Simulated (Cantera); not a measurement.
## Equilibrium for metals in furnace atmospheres: Fe + CO + N2

Input: 1 mol Fe, 0.49 mol CO, 12 mol N2, equilibrated at 0.350 bar.

Cantera equilibrium calculation (NASA polynomials, part measured and part estimated; ideal gas, pure solids and liquids). Candidate condensed phases: C, Fe, Fe(CO)5, FeO, Fe2O3, Fe3O4; 27 gas species. Condensed phases not in the tables: cementite and carbon dissolved in iron. The numbers say what is thermodynamically allowed, not how fast it happens.

```json
[
 {"T (K)": "1100", "log p N2": "-0.47", "log p CO": "-1.86", "log p Fe": "-11.90", "log p CO2": "-4.78", "log p CN": "<-12", "n C(graphite)": "0.000591", "n Fe(α)": "1.00", "n Fe(γ)": "0", "n Fe(δ)": "0", "n Fe(l)": "0"},
 {"T (K)": "1200", "log p N2": "-0.47", "log p CO": "-1.86", "log p Fe": "-10.30", "log p CO2": "-5.45", "log p CN": "<-12", "n C(graphite)": "0.000127", "n Fe(α)": "0", "n Fe(γ)": "1.00", "n Fe(δ)": "0", "n Fe(l)": "0"},
 {"T (K)": "1300", "log p N2": "-0.47", "log p CO": "-1.86", "log p Fe": "-8.96", "log p CO2": "-6.01", "log p CN": "<-12", "n C(graphite)": "0", "n Fe(α)": "0", "n Fe(γ)": "1.00", "n Fe(δ)": "0", "n Fe(l)": "0"},
 {"T (K)": "1400", "log p N2": "-0.47", "log p CO": "-1.86", "log p Fe": "-7.81", "log p CO2": "-6.49", "log p CN": "-11.36", "n C(graphite)": "0", "n Fe(α)": "0", "n Fe(γ)": "1.000", "n Fe(δ)": "0", "n Fe(l)": "0"},
 {"T (K)": "1500", "log p N2": "-0.47", "log p CO": "-1.86", "log p Fe": "-6.82", "log p CO2": "-6.90", "log p CN": "-10.28", "n C(graphite)": "0", "n Fe(α)": "0", "n Fe(γ)": "1.000", "n Fe(δ)": "0", "n Fe(l)": "0"},
 {"T (K)": "1600", "log p N2": "-0.47", "log p CO": "-1.86", "log p Fe": "-5.96", "log p CO2": "-7.26", "log p CN": "-9.33", "n C(graphite)": "0", "n Fe(α)": "0", "n Fe(γ)": "1.000", "n Fe(δ)": "0", "n Fe(l)": "0"},
 {"T (K)": "1700", "log p N2": "-0.47", "log p CO": "-1.86", "log p Fe": "-5.20", "log p CO2": "-7.49", "log p CN": "-8.58", "n C(graphite)": "0", "n Fe(α)": "0", "n Fe(γ)": "0", "n Fe(δ)": "1.000", "n Fe(l)": "0"},
 {"T (K)": "1800", "log p N2": "-0.47", "log p CO": "-1.86", "log p Fe": "-4.53", "log p CO2": "-7.47", "log p CN": "-8.13", "n C(graphite)": "0", "n Fe(α)": "0", "n Fe(γ)": "0", "n Fe(δ)": "0.999", "n Fe(l)": "0"},
 {"T (K)": "1900", "log p N2": "-0.47", "log p CO": "-1.86", "log p Fe": "-3.95", "log p CO2": "-7.42", "log p CN": "-7.76", "n C(graphite)": "0", "n Fe(α)": "0", "n Fe(γ)": "0", "n Fe(δ)": "0", "n Fe(l)": "0.996"}
]
```
log p: log10 of the partial pressure in bar; n: condensed amount in mol.

At 1100 K the condensed part is C(graphite) + Fe(α). At 1200 K the condensed part is C(graphite) + Fe(γ). From 1300 K to 1600 K the condensed part is Fe(γ). From 1700 K to 1800 K the condensed part is Fe(δ). At 1900 K the condensed part is Fe(l).
